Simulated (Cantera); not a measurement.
**Low-pressure radical oxidation in H2/O2**

An isothermal, constant-pressure homogeneous reactor starts with H2 : O2 : H2O = 0.0054 : 1 : 0.0028 (molar parts), equivalence ratio 0.0027, at 975 K and 20.0 Torr.

Computed with Cantera and GRI-Mech 3.0 (53 species, 325 reactions). Radical loss at walls, strong at low pressure, is not modelled.

```csv
t (s),x H2,x O2,x H2O2,x HO2,x O,x H2O,x OH
6.00e-6,0.00536,0.992,<1e-12,<1e-12,<1e-12,0.00278,<1e-12
1.60e-5,0.00536,0.992,<1e-12,<1e-12,<1e-12,0.00278,<1e-12
4.24e-5,0.00536,0.992,<1e-12,2.19e-12,<1e-12,0.00278,<1e-12
0.000113,0.00536,0.992,<1e-12,5.87e-12,2.74e-12,0.00278,2.59e-12
0.000300,0.00536,0.992,<1e-12,1.58e-11,1.26e-11,0.00278,1.07e-11
0.000799,0.00536,0.992,<1e-12,4.30e-11,5.65e-11,0.00278,3.95e-11
0.00212,0.00536,0.992,<1e-12,1.25e-10,3.85e-10,0.00278,2.17e-10
0.00565,0.00536,0.992,<1e-12,9.21e-10,1.35e-8,0.00278,7.06e-9
0.0150,0.00521,0.992,4.02e-9,2.79e-6,9.96e-5,0.00290,5.13e-5
0.0400,6.03e-5,0.991,4.81e-8,2.60e-6,0.00121,0.00798,0.000153
0.106,4.44e-6,0.992,2.57e-8,1.02e-6,0.000287,0.00812,5.72e-5
0.283,6.96e-7,0.992,1.85e-8,3.75e-7,5.31e-5,0.00814,2.45e-5
0.752,1.06e-7,0.992,1.03e-8,1.12e-7,9.10e-6,0.00815,1.03e-5
2.00,1.60e-8,0.992,4.21e-9,2.92e-8,1.70e-6,0.00815,4.53e-6
```
x: mole fraction; the columns are a selection and need not sum to one.

Equilibrium at this temperature and pressure: H2 2.05e-12, O2 0.992, H2O2 2.69e-12, HO2 2.28e-10, O 4.43e-10, H2O 0.00816, OH 7.28e-8 (gas phase only).
